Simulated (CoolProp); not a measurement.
20 sccm (0 °C, 1 atm) of nitrogen bubbles through liquid water at 330.2 K and leaves saturated at a total pressure of 0.15 MPa (ideal gas phase). Each further row changes one setting.

The numbers come from the reference Helmholtz-energy equation of state, Wagner 2002 in CoolProp.

```json
[
 {"case": "as stated", "vapour pressure (kPa)": "17.4", "mole fraction of vapour": "0.116", "delivery (mg/min)": "2.11", "delivery (sccm)": "2.62", "change of delivery for a bath 1 K warmer (%)": "5.5"},
 {"case": "bath temperature 335.2 K", "vapour pressure (kPa)": "21.9", "mole fraction of vapour": "0.146", "delivery (mg/min)": "2.75", "delivery (sccm)": "3.42", "change of delivery for a bath 1 K warmer (%)": "5.5"},
 {"case": "total pressure 0.3 MPa", "vapour pressure (kPa)": "17.4", "mole fraction of vapour": "0.0579", "delivery (mg/min)": "0.988", "delivery (sccm)": "1.23", "change of delivery for a bath 1 K warmer (%)": "5.1"}
]
```
